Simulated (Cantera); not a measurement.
What does this Cantera script print?

```python
import numpy as np
import cantera as ct

gas_names = [...]  # 92 gases of nasa_gas.yaml made of C, H, N
cond_names = """
    C(gr) C6H6(L) C7H8(L) C8H18(L),n-octa
""".split()


# ... load() reads the species with a 1 bar reference pressure and builds the phases ...
atoms = {
    'C3H6': {'C': 3, 'H': 6},
    'NH3': {'N': 1, 'H': 3},
    'H2': {'H': 2},
}
top_T = {'C(gr)': 4500}  # K; cautious upper limits of use, not melting points


# ... equilibrate(T, P, feed) seeds the gas with the atoms and calls Mixture.equilibrate('TP', solver="vcs", rtol=1e-11, max_steps=5000) ...
results = []
feed = {'C3H6': 1, 'NH3': 0.038, 'H2': 42}  # mol
T = 2248.15  # K
for P in [10, 72, 520, 3700, 27000, 190000, 1400000, 10000000]:
    mix = equilibrate(T, P, feed)
    results.append((T, P, feed, dict(zip(mix.species_names, mix.species_moles))))
    x = sorted(zip(gas.X, gas.species_names), reverse=True)
    print(f"T = {T:g} K  P = {P:g} Pa  gas = {mix.phase_moles(0):.4g} mol")
    print("   x: " + "  ".join(f"{s} {v:.3e}" for v, s in x if v > 1e-06))
    print("   condensed (mol): " + ("  ".join(f"{mix.phase(i).name} {mix.phase_moles(i):.4g}"
          for i in range(1, mix.n_phases) if mix.phase_moles(i) > 1e-12) or "none"))
```

Result:

```
T = 2248.15 K  P = 10 Pa  gas = 60.61 mol
   x: H 5.123e-01  H2 4.855e-01  C2H2,acetylene 1.609e-03  HCN 2.963e-04  N2 1.467e-04  C2H 6.706e-05  C3 6.270e-05  C 3.530e-05  HNC 2.511e-05  CN 1.215e-05  C2 5.519e-06  C4H2 2.179e-06
   condensed (mol): C(gr) 2.762
T = 2248.15 K  P = 72 Pa  gas = 51.18 mol
   x: H2 7.582e-01  H 2.386e-01  C2H2,acetylene 2.514e-03  HCN 3.860e-04  N2 1.595e-04  HNC 3.272e-05  C2H 3.123e-05  C3 8.708e-06  C 4.903e-06  CN 4.721e-06  C4H2 3.403e-06
   condensed (mol): C(gr) 2.715
T = 2248.15 K  P = 520 Pa  gas = 47.37 mol
   x: H2 8.996e-01  H 9.671e-02  C2H2,acetylene 2.983e-03  HCN 4.302e-04  N2 1.669e-04  HNC 3.646e-05  C2H 1.266e-05  C4H2 4.038e-06  CH3 2.040e-06  CN 1.797e-06  C3 1.206e-06
   condensed (mol): C(gr) 2.693
T = 2248.15 K  P = 3700 Pa  gas = 45.94 mol
   x: H2 9.587e-01  H 3.743e-02  C2H2,acetylene 3.178e-03  HCN 4.483e-04  N2 1.701e-04  HNC 3.800e-05  CH4 8.078e-06  CH3 5.986e-06  C2H 4.899e-06  C4H2 4.303e-06
   condensed (mol): C(gr) 2.684
T = 2248.15 K  P = 27000 Pa  gas = 45.39 mol
   x: H2 9.820e-01  H 1.402e-02  C2H2,acetylene 3.255e-03  HCN 4.555e-04  N2 1.714e-04  CH4 6.184e-05  HNC 3.860e-05  CH3 1.676e-05  C4H2 4.407e-06  C2H 1.835e-06  C2H4 1.696e-06
   condensed (mol): C(gr) 2.677
T = 2248.15 K  P = 190000 Pa  gas = 45.17 mol
   x: H2 9.902e-01  H 5.308e-03  C2H2,acetylene 3.283e-03  HCN 4.580e-04  CH4 4.425e-04  N2 1.719e-04  CH3 4.503e-05  HNC 3.882e-05  C2H4 1.214e-05  C4H2 4.445e-06
   condensed (mol): C(gr) 2.657
T = 2248.15 K  P = 1.4e+06 Pa  gas = 44.97 mol
   x: H2 9.906e-01  C2H2,acetylene 3.284e-03  CH4 3.263e-03  H 1.956e-03  HCN 4.586e-04  N2 1.722e-04  CH3 1.223e-04  C2H4 8.952e-05  HNC 3.887e-05  C4H2 4.446e-06  NH3 2.522e-06  C3H4,propyne 2.180e-06  C2H3,vinyl 1.588e-06  C3H3,propargyl 1.263e-06
   condensed (mol): C(gr) 2.52
T = 2248.15 K  P = 1e+07 Pa  gas = 44.07 mol
   x: H2 9.719e-01  CH4 2.244e-02  C2H2,acetylene 3.222e-03  H 7.249e-04  C2H4 6.156e-04  HCN 4.554e-04  CH3 3.176e-04  N2 1.731e-04  HNC 3.860e-05  NH3 1.755e-05  C3H4,propyne 1.499e-05  C2H6 1.204e-05  C3H4,allene 6.225e-06  CH3CN 4.409e-06  C4H2 4.362e-06  C2H3,vinyl 4.125e-06  C3H3,propargyl 3.282e-06  C3H6,propylene 2.727e-06  C3H5,allyl 1.785e-06  C2H5 1.132e-06
   condensed (mol): C(gr) 1.631
```

Method: chemical equilibrium by Gibbs-energy minimisation in Cantera with the NASA 1993 tables (ideal gas, pure condensed phases). The ideal-gas law is rough above about 30 bar.
